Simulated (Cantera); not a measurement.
Feed: 1 mol SiF4, 0.59 mol H2O, at 5.60 mbar.

Cantera equilibrium calculation (NASA polynomials, part measured and part estimated; ideal gas, pure solids and liquids). Candidate condensed phases: H2O, Si, SiO2; 38 gas species. The tables hold silica as quartz up to 1696 K and as liquid above; real silica turns to tridymite and cristobalite and melts near 1996 K. Kinetics and transport are ignored.

### Question
What share of the Si ends up in condensed phases as a function of T (°C), at 727, 827, 927, 1027, 1127, 1227, 1327, 1427, 1527, 1627, 1727?

### Answer
```csv
T (°C),Si condensed (%),as
727,23.5,SiO2(β-quartz)
827,25.6,SiO2(β-quartz)
927,26.8,SiO2(β-quartz)
1027,27.6,SiO2(β-quartz)
1127,28.1,SiO2(β-quartz)
1227,28.5,SiO2(β-quartz)
1327,28.7,SiO2(β-quartz)
1427,28.8,SiO2(condensed)
1527,28.9,SiO2(condensed)
1627,28.9,SiO2(condensed)
1727,28.6,SiO2(l)
```
